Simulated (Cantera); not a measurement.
Thermodynamics of silicon oxide and oxynitride deposition, feed SiH2Cl2 + O3 + H2 + H2O

Input: 1 mol SiH2Cl2, 0.067 mol O3, 91 mol H2, 20 mol H2O, held at 100000 Pa.

Cantera equilibrium calculation (NASA polynomials, part measured and part estimated; ideal gas, pure solids and liquids). Candidate condensed phases: H2O, Si, SiO2; 30 gas species. The tables hold silica as quartz up to 1696 K and as liquid above; real silica turns to tridymite and cristobalite and melts near 1996 K. Gases not in the tables: Si(OH)4. The numbers say what is thermodynamically allowed, not how fast it happens.

From 1350 K to 1650 K the condensed part is SiO2(β-quartz). From 1750 K to 1950 K the condensed part is SiO2(condensed). At 2050 K the condensed part is SiO2(l).

| T (K) | x H2 | x H2O | x HCl | x H | x SiO | x OH | x Cl | n SiO2(β-quartz) | n SiO2(condensed) | n SiO2(l) |
|---|---|---|---|---|---|---|---|---|---|---|
| 1350 | 0.821 | 0.161 | 0.0177 | 2.16e-6 | 6.94e-11 | 6.88e-9 | 3.88e-8 | 1.00 | 0 | 0 |
| 1450 | 0.821 | 0.161 | 0.0177 | 8.57e-6 | 1.95e-9 | 4.03e-8 | 1.50e-7 | 1.00 | 0 | 0 |
| 1550 | 0.821 | 0.161 | 0.0177 | 2.85e-5 | 3.54e-8 | 1.88e-7 | 4.91e-7 | 1.000 | 0 | 0 |
| 1650 | 0.821 | 0.161 | 0.0177 | 8.23e-5 | 4.46e-7 | 7.30e-7 | 1.39e-6 | 1.000 | 0 | 0 |
| 1750 | 0.821 | 0.161 | 0.0177 | 0.000211 | 4.09e-6 | 2.42e-6 | 3.50e-6 | 0 | 1.000 | 0 |
| 1850 | 0.821 | 0.161 | 0.0177 | 0.000488 | 2.88e-5 | 7.08e-6 | 7.99e-6 | 0 | 0.997 | 0 |
| 1950 | 0.820 | 0.161 | 0.0177 | 0.00104 | 0.000164 | 1.85e-5 | 1.68e-5 | 0 | 0.981 | 0 |
| 2050 | 0.818 | 0.162 | 0.0176 | 0.00205 | 0.000780 | 4.43e-5 | 3.27e-5 | 0 | 0 | 0.912 |
x: gas mole fraction; n: condensed amount in mol.
